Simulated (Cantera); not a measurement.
Feed: 1 mol Ta, 29 mol H2O, 370 mol H2, held at 1775 K.

Method: chemical equilibrium by Gibbs-energy minimisation in Cantera with the NASA 1993 tables (ideal gas, pure condensed phases). Candidate condensed phases: H2O, Ta, Ta2O5; 12 gas species. Kinetics and transport are ignored.

Task: What share of the Ta ends up in condensed phases as a function of P (Pa), at 0.100, 2.50, 63, 1600, 40000, 1000000?

Result: 
```csv
P (Pa),Ta condensed (%),as
0.100,51.3,Ta2O5(s)
2.50,98.1,Ta2O5(s)
63,99.9,Ta2O5(s)
1600,100.0,Ta2O5(s)
40000,100.0,Ta2O5(s)
1000000,100.0,Ta2O5(s)
```
